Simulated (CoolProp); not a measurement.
Sulfur dioxide along the isobar 80.6 bar: density (kg/m³) from the reference equation and from simpler models built on Tc = 157.5 °C, pc = 78.87 bar, ω = 0.256; each cubic takes its own stable root.

Model: reference Helmholtz-energy equation of state, Gao 2016, in CoolProp.

```json
[
 {"T (°C)": "125.75", "phase": "liquid", "reference": "1031"},
 {"T (°C)": "139.75", "phase": "liquid", "reference": "942.8"},
 {"T (°C)": "153.75", "phase": "liquid", "reference": "791.9"},
 {"T (°C)": "167.75", "phase": "supercritical", "reference": "273.3"},
 {"T (°C)": "181.75", "phase": "supercritical", "reference": "221.2"},
 {"T (°C)": "195.85", "phase": "supercritical", "reference": "194.8"},
 {"T (°C)": "209.85", "phase": "supercritical", "reference": "177.2"},
 {"T (°C)": "223.85", "phase": "supercritical", "reference": "164.1"},
 {"T (°C)": "237.85", "phase": "supercritical", "reference": "153.7"},
 {"T (°C)": "251.85", "phase": "supercritical", "reference": "145.1"}
]
```

Question: How far does each simpler model (van der Waals, Peng-Robinson) lie from the reference over these 10 states: mean and median of the absolute difference, and the worst?

Answer: 
- van der Waals: mean 13.0 %, median 3.8 %, worst -37.9 % at 125.75 °C and 80.6 bar
- Peng-Robinson: mean 3.8 %, median 2.3 %, worst -12.2 % at 153.75 °C and 80.6 bar
